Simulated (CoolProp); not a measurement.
n-octane at 293.15 K and 0.622 MPa is throttled through a valve to 0.0837 MPa with no heat exchange. Each further row changes one setting.

Model: reference Helmholtz-energy equation of state, Beckmüller 2019, in CoolProp.

```csv
case,temperature change (K)
as stated,+0.2
outlet pressure 0.0251 MPa,+0.3
outlet pressure 0.109 MPa,+0.2
```
